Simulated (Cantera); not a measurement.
A freely propagating, adiabatic, planar premixed flame of C2H4 : O2 : N2 : CO2 = 1 : 2.73 : 11.2 : 2.5 (molar parts), equivalence ratio 1.1, unburnt at 350 K and 920000 Pa; mixture-averaged transport, grid criteria slope 0.08 and curve 0.16, no radiation.

Computed with Cantera and GRI-Mech 3.0 (53 species, 325 reactions). GRI-Mech 3.0 was tuned for natural gas; its chemistry of ethylene as a main component is partial and can be far from experiment. Burning velocities carry a grid error of a few per cent, more on coarse grids.

Question: What does this change do: inlet temperature 350 to 625 K?

Answer: 
| quantity | before | after |
|---|---|---|
| laminar burning velocity | 22.1 cm/s | 76.8 cm/s |
| thermal thickness | 0.0775 mm | 0.0546 mm |
| peak x(CH2CO) | 0.00235 | 0.00303 |
| peak x(HO2) | 0.000572 | 0.000792 |
